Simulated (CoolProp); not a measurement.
Vapour pressure (kPa) of R11: the reference equation beside estimates from Tc = 471.1 K, pc = 4408 kPa, ω = 0.189. Clausius-Clapeyron is anchored at 300.9 K with a constant enthalpy of vaporisation of 24.71 kJ/mol.

Model: reference Helmholtz-energy equation of state, Jacobsen 1992, in CoolProp.

```
T (K)  reference  Clausius-Clapeyron  van der Waals  Redlich-Kwong  Peng-Robinson
-----  ---------  ------------------  -------------  -------------  -------------
286        67.82               69.74          409.6          102.0          68.42
300.9      116.7               116.7          544.2          169.0          117.0
315.8      189.4               185.9          705.8          264.5          189.2
330.7      292.8               284.1          896.2          394.6          291.9
345.7      435.5               419.5           1119          566.8          433.6
360.6      623.5               598.5           1373          784.9          620.8
375.5      866.1               829.9           1661           1056          863.1
390.4       1172                1123           1985           1385           1170
405.3       1551                1485           2345           1779           1551
```

Absolute difference from the reference over all 9 rows, mean and median: Clausius-Clapeyron 3.1 and 3.7 %, van der Waals 204.3 and 156.9 %, Redlich-Kwong 31.2 and 30.1 %, Peng-Robinson 0.3 and 0.3 %.
